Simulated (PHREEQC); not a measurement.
Solution (25 °C): 19 mmol/kgw HNO3, 85 mmol/kgw Al(NO3)3 and 0.12 mmol/kgw H3BO3. Closed to the air; pH follows from the charge balance.

Equilibrium calculation in PHREEQC: ion-association model, phreeqc.dat.

No solid was allowed to form.

Q: Predict the pH, specific conductance.

A: pH 1.84; specific conductance 24100 µS/cm.
